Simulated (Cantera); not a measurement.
An adiabatic, constant-volume homogeneous reactor starts with 5.08 % CH4, 8.49 % O2, 86.4 % N2, equivalence ratio 1.2, at 1548 K and 6980 Torr.

Model: GRI-Mech 3.0 (53 species, 325 reactions), integrated in Cantera.

One state of this run: T (K) = 2571; P (bar) = 15.7; x CH4 = <1e-12; x O2 = 0.000246; x C2H6 = <1e-12; x NO = 0.000926; x H2O = 0.0869; x CH3 = <1e-12. x: mole fraction; the columns are a selection and need not sum to one.

Which value of t (s) does it belong to?
(A) 6.00e-6
(B) 1.75
(C) 0.000398
(D) 0.000139

B, 1.75
